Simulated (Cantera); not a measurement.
Source: NASA polynomial tables (part measured, part estimated), evaluated in Cantera. Values are per mole of reaction as written; species without (g) are pure solids or liquids, kept so even where they would boil at 1 bar.

4 Na + CS2(g) = C + 2 Na2S, with ΔH° = -849.1 kJ and ΔS° = -244.9 J/K at 300 K.

**Question.** How far is the shortcut ΔG° ≈ ΔH°(300 K) − T·ΔS°(300 K) from the full temperature-dependent value at 625, 725, 825, 925, 1025, 1125, 1225 K?

**Answer.** 
| T (K) | shortcut (kJ) | full (kJ) | difference (kJ) | difference in log10 K | condensed phases |
|---|---|---|---|---|---|
| 625 | -696.1 | -690.2 | -5.9 | 0.49 | Na(l), C(graphite), Na2S(s) |
| 725 | -671.6 | -663.8 | -7.8 | 0.56 | Na(l), C(graphite), Na2S(s) |
| 825 | -647.1 | -637.8 | -9.3 | 0.59 | Na(l), C(graphite), Na2S(s) |
| 925 | -622.6 | -612.0 | -10.6 | 0.60 | Na(l), C(graphite), Na2S(s) |
| 1025 | -598.1 | -586.7 | -11.5 | 0.58 | Na(l), C(graphite), Na2S(s) |
| 1125 | -573.6 | -561.7 | -12.0 | 0.56 | Na(l), C(graphite), Na2S(s) |
| 1225 | -549.2 | -537.4 | -11.7 | 0.50 | Na(l), C(graphite), Na2S(s) |
The shortcut ignores heat capacities and the phase changes listed.
